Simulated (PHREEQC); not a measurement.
# Alkaline etch or developer: speciation

Solution (25 °C): 0.0012 mol/kgw LiOH, 0.00021 mol/kgw K2SiO3 and 7.2e-05 mol/kgw (CH3)4NCl. Closed to the air; pH follows from the charge balance.

The numbers come from PHREEQC with the ion-association model, phreeqc.dat.

```yaml
pH: 11.13
ionic_strength: 0.00169 mol/kgw
total_alkalinity: 1.62 meq/kg
```

| species | molality | activity | log γ |
|---|---|---|---|
| OH- | 0.00142 | 0.00135 | -0.020 |
| Li+ | 0.00120 | 0.00115 | -0.019 |
| K+ | 0.000420 | 0.000401 | -0.020 |
| H3SiO4- | 0.000198 | 0.000189 | -0.020 |
| Cl- | 7.20e-5 | 6.88e-5 | -0.020 |
| (CH3)4N+ | 7.20e-5 | 6.88e-5 | -0.020 |
| H4SiO4 | 9.60e-6 | 9.61e-6 | 0.000 |
| H2SiO4-2 | 2.06e-6 | 1.72e-6 | -0.078 |

No solid was allowed to form. (CH3)4N+ isn't in the database: it is added as a free cation with an ion size of 4 Å.
